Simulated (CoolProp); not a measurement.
Vapour-liquid equilibrium of isopentane (1) + R365MFC (2) at 0.449 bar; x and y are mole fractions of (1).

Computed with CoolProp (multi-fluid Helmholtz-energy mixture model, Lemmon 2006 and Lemmon 2016; pair parameters Bell 2016).

| x | bubble temperature (K) | y at the bubble point | dew temperature at overall composition x (K) | liquid density (mol/L) |
|---|---|---|---|---|
| 0.05 | 286.6 | 0.256 | 291.4 | 8.630 |
| 0.125 | 281.1 | 0.455 | 289.8 | 8.676 |
| 0.2 | 278.1 | 0.552 | 288.0 | 8.693 |
| 0.275 | 276.4 | 0.604 | 286.2 | 8.694 |
| 0.35 | 275.5 | 0.634 | 284.2 | 8.690 |
| 0.425 | 275.1 | 0.651 | 282.0 | 8.685 |
| 0.5 | 274.9 | 0.662 | 279.8 | 8.684 |
| 0.575 | 274.8 | 0.671 | 277.4 | 8.687 |
| 0.65 | 274.7 | 0.680 | 275.1 | 8.698 |
| 0.725 | 274.7 | 0.695 | 274.9 | 8.715 |
| 0.8 | 274.9 | 0.721 | 275.9 | 8.738 |
| 0.875 | 275.5 | 0.771 | 277.2 | 8.763 |
| 0.95 | 277.1 | 0.871 | 278.5 | 8.782 |

y crosses x between x = 0.65 and 0.725: the model has an azeotrope there.

The pair parameters rest on a limited set of measurements; away from them the model extrapolates.
